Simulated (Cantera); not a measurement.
An isothermal, constant-pressure homogeneous reactor starts with CH4 : CO2 = 1 : 3.8 (molar parts), at 1475 K and 1.01 bar.

Cantera simulation using GRI-Mech 3.0 (53 species, 325 reactions); the numbers are that mechanism's predictions, not measurements.

Problem. Predict: x(CH4) at 50.0 s; x(CO2) at 50.0 s; x(C2H4) at 50.0 s; x(CH2O) at 50.0 s; x(C2H2) at 50.0 s.

Solution. 
- x(CH4) at 50.0 s: 0.00470 (gas-phase equilibrium 3.40e-8)
- x(CO2) at 50.0 s: 0.258 (gas-phase equilibrium 0.245)
- x(C2H4) at 50.0 s: 9.25e-5 (gas-phase equilibrium <1e-12)
- x(CH2O) at 50.0 s: 1.40e-7 (gas-phase equilibrium 2.63e-8)
- x(C2H2) at 50.0 s: 0.00208 (gas-phase equilibrium <1e-12)
